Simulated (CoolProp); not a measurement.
Properties of CF4 (R14) at several states.

Values from CoolProp's reference Helmholtz-energy equation of state, Platzer 1990. This equation is an older, rougher fit; its heat capacities, sound speeds and derivatives of the liquid may be far off and weren't checked against measurements.

```
T (K)  p (MPa)   phase  viscosity (µPa s)  fugacity coefficient
-----  -------  ------  -----------------  --------------------
209.5   0.0214     gas               12.4                0.9975
182.4    0.014     gas               10.9                0.9976
459.8   0.0228     gas               24.6                0.9999
345.7     1.57     gas               20.2                0.9689
185.8     8.69  liquid                139                0.1214
184.5    0.232     gas               11.2                0.9611
```

Viscosity comes from a separate model (Huber 2003), an estimate that may be off by 10 % or more.
